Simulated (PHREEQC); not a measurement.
Make-up at 25 °C and 10 atm: 190 mmol/kgw Pb(NO3)2 and 1.9 mmol/kgw Na2SO4. Closed to the air; pH follows from the charge balance.

Equilibrium calculation in PHREEQC: ion-association model, phreeqc.dat.

Precipitation was switched off in this run.

**Question.** Order these S species by the share of S that they hold, largest first: Pb(SO4)2-2, SO4-2, NaSO4-, PbSO4.

**Answer.** PbSO4 (75 %), SO4-2 (24 %), Pb(SO4)2-2 (0.32 %), NaSO4- (0.11 %)

The pH is 4.18 and the ionic strength 0.377 mol/kgw. Examples of supersaturated solids here: Anglesite. Others may be too.
